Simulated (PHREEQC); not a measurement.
Polishing slurry liquid

Solution (15 °C): 0.002 mol/kgw TMAH and 0.00015 mol/kgw H4SiO4. Closed to the air; pH follows from the charge balance.

The numbers come from PHREEQC with the ion-association model, wateq4f.dat.

Each row changes one thing in this solution. This is a speciation only: nothing precipitates in the calculation.

```json
[
 {"case": "as made", "pH": "11.59", "ionic strength (mol/kgw)": "0.00200", "H3SiO4- (mol/kgw)": "0.000144", "H4SiO4 (mol/kgw)": "3.45e-6", "SI of Quartz (SiO2)": "-1.33"},
 {"case": "TMAH left out", "pH": "6.85", "ionic strength (mol/kgw)": "1.41e-7", "H3SiO4- (mol/kgw)": "1.08e-7", "H4SiO4 (mol/kgw)": "0.000150", "SI of Quartz (SiO2)": "+0.31"},
 {"case": "temperature from 15 to 40 °C", "pH": "10.79", "ionic strength (mol/kgw)": "0.00200", "H3SiO4- (mol/kgw)": "0.000139", "H4SiO4 (mol/kgw)": "___", "SI of Quartz (SiO2)": "-1.27"},
 {"case": "TMAH from 0.002 to 0.001 mol/kgw", "pH": "11.26", "ionic strength (mol/kgw)": "0.00100", "H3SiO4- (mol/kgw)": "0.000142", "H4SiO4 (mol/kgw)": "7.33e-6", "SI of Quartz (SiO2)": "-1.00"},
 {"case": "temperature from 15 to 60 °C", "pH": "10.28", "ionic strength (mol/kgw)": "0.00200", "H3SiO4- (mol/kgw)": "0.000132", "H4SiO4 (mol/kgw)": "1.67e-5", "SI of Quartz (SiO2)": "-1.26"},
 {"case": "H4SiO4 replaced by Na2SiO3 at the same molality", "pH": "___", "ionic strength (mol/kgw)": "0.00230", "H3SiO4- (mol/kgw)": "0.000144", "H4SiO4 (mol/kgw)": "2.98e-6", "SI of Quartz (SiO2)": "-1.39"},
 {"case": "TMAH from 0.002 to 0.0004 mol/kgw", "pH": "10.77", "ionic strength (mol/kgw)": "___", "H3SiO4- (mol/kgw)": "0.000129", "H4SiO4 (mol/kgw)": "2.11e-5", "SI of Quartz (SiO2)": "-0.54"},
 {"case": "H4SiO4 replaced by (NH4)2SiF6 at the same molality", "pH": "11.31", "ionic strength (mol/kgw)": "___", "H3SiO4- (mol/kgw)": "0.000142", "H4SiO4 (mol/kgw)": "6.56e-6", "SI of Quartz (SiO2)": "-1.05"}
]
```

Q: Some entries are withheld; supply them.

A: 
- temperature from 15 to 40 °C, H4SiO4 (mol/kgw): 9.06e-6
- H4SiO4 replaced by Na2SiO3 at the same molality, pH: 11.66
- TMAH from 0.002 to 0.0004 mol/kgw, ionic strength (mol/kgw): 0.000400
- H4SiO4 replaced by (NH4)2SiF6 at the same molality, ionic strength (mol/kgw): 0.00201

Some of these states are supersaturated (in Quartz (slow to form), for instance). (CH3)4N+ isn't in the database: it is added as a free cation with an ion size of 4 Å. At this temperature some constants are extrapolated from 25 °C, and those without enthalpy data are left unchanged. SiF6-2 is the database's only silicon fluoride.
